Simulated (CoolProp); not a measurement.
Vapour-liquid equilibrium of R22 (1) + c-C4F8 (RC318) (2) at 215 kPa; x and y are mole fractions of (1).

The numbers come from the multi-fluid Helmholtz-energy mixture model, Kamei 1995 and Platzer 1990; pair parameters Bell 2016 in CoolProp. This equation is an older, rougher fit; its heat capacities, sound speeds and derivatives of the liquid may be far off and weren't checked against measurements.

| x | bubble temperature (K) | y at the bubble point | dew temperature at overall composition x (K) | liquid density (mol/L) |
|---|---|---|---|---|
| 0.05 | 284.7 | 0.122 | 286.1 | 7.959 |
| 0.15 | 277.5 | 0.403 | 284.1 | 8.526 |
| 0.25 | 269.0 | 0.631 | 281.7 | 9.158 |
| 0.35 | 261.9 | 0.767 | 279.0 | 9.816 |
| 0.45 | 257.1 | 0.838 | 276.0 | 10.49 |
| 0.55 | 254.2 | 0.875 | 272.4 | 11.19 |
| 0.65 | 252.7 | 0.896 | 268.2 | 11.95 |
| 0.75 | 251.7 | 0.912 | 262.9 | 12.82 |
| 0.85 | 250.9 | 0.931 | 256.2 | 13.82 |
| 0.95 | 250.1 | 0.967 | 250.4 | 15.02 |

No azeotrope shows between x = 0.05 and 0.95.

Pair parameters are fitted to limited data, so mixtures are less certain than the pure fluids. The gap from Raoult's law changes sign with composition, which may be real or a fault of the pair parameters; it wasn't checked against measurements.
